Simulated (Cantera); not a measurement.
# C2H2 + NH3 + H2 + H2O (carbon deposition, reforming and gasification)

Feed: 1 mol C2H2, 2.6 mol NH3, 9.9 mol H2, 2.1 mol H2O, held at 7500 Torr.

Method: chemical equilibrium by Gibbs-energy minimisation in Cantera with the NASA 1993 tables (ideal gas, pure condensed phases). Candidate condensed phases: C, C6H6, C7H8, C8H18, H2O; 169 gas species. Ions and electrons are included (thermal ionisation). Kinetics and transport are ignored.

```tsv
T (K)	log p H2	log p H	log p CO	log p N2	log p H2O	log p O	log p N	log p OH
3000	0.90	-0.35	-0.01	-0.20	-1.32	-4.52	-4.96	-3.05
3500	0.84	0.19	-0.04	-0.23	-1.39	-3.26	-3.77	-2.37
4000	0.70	0.55	-0.09	-0.28	-1.59	-2.37	-2.89	-1.98
4500	0.46	0.77	-0.16	-0.35	-2.06	-1.86	-2.22	-1.91
5000	0.14	0.88	-0.22	-0.41	-2.73	-1.61	-1.69	-2.08
```
log p: log10 of the partial pressure in bar; nothing condenses.

From 3000 K to 5000 K nothing is condensed. The main C-bearing gas is CO throughout.
